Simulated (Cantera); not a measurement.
## Low-pressure radical oxidation in H2/O2

An isothermal, constant-pressure homogeneous reactor starts with H2 : O2 = 0.22 : 1 (molar parts), equivalence ratio 0.11, at 1223 K and 1100 Pa.

Computed with Cantera and the H2/O2 subset of GRI-Mech 3.0, which has no nitrogen chemistry. Radical loss at walls, strong at low pressure, is not modelled. The temperature is held fixed by assumption; the heat of reaction is taken as removed at once.

```json
[
 {"t (s)": "0.000400", "x H2": "0.180", "x O2": "0.820", "x OH": "4.41e-7", "x H2O2": "2.02e-10", "x O": "7.03e-7", "x H": "9.75e-7"},
 {"t (s)": "0.00123", "x H2": "0.134", "x O2": "0.793", "x OH": "0.00732", "x H2O2": "1.58e-7", "x O": "0.0135", "x H": "0.0192"},
 {"t (s)": "0.00380", "x H2": "0.00732", "x O2": "0.718", "x OH": "0.00963", "x H2O2": "2.12e-7", "x O": "0.0687", "x H": "0.0512"},
 {"t (s)": "0.0117", "x H2": "0.00545", "x O2": "0.746", "x OH": "0.00844", "x H2O2": "2.52e-7", "x O": "0.0471", "x H": "0.0297"},
 {"t (s)": "0.0360", "x H2": "0.00198", "x O2": "0.783", "x OH": "0.00518", "x H2O2": "2.82e-7", "x O": "0.0157", "x H": "0.00578"},
 {"t (s)": "0.111", "x H2": "0.000254", "x O2": "0.799", "x OH": "0.00186", "x H2O2": "1.66e-7", "x O": "0.00197", "x H": "0.000255"},
 {"t (s)": "0.342", "x H2": "2.71e-5", "x O2": "0.801", "x OH": "0.000613", "x H2O2": "5.80e-8", "x O": "0.000212", "x H": "9.02e-6"},
 {"t (s)": "1.05", "x H2": "4.17e-6", "x O2": "0.802", "x OH": "0.000242", "x H2O2": "1.88e-8", "x O": "3.30e-5", "x H": "5.53e-7"},
 {"t (s)": "3.25", "x H2": "8.77e-7", "x O2": "0.802", "x OH": "0.000111", "x H2O2": "6.15e-9", "x O": "7.00e-6", "x H": "5.40e-8"},
 {"t (s)": "10.0", "x H2": "2.26e-7", "x O2": "0.802", "x OH": "5.67e-5", "x H2O2": "2.07e-9", "x O": "1.81e-6", "x H": "7.10e-9"}
]
```
x: mole fraction; the columns are a selection and need not sum to one.

Equilibrium at this temperature and pressure: H2 4.32e-8, O2 0.802, OH 2.48e-5, H2O2 5.46e-10, O 3.47e-7, H 6.00e-10 (gas phase only).
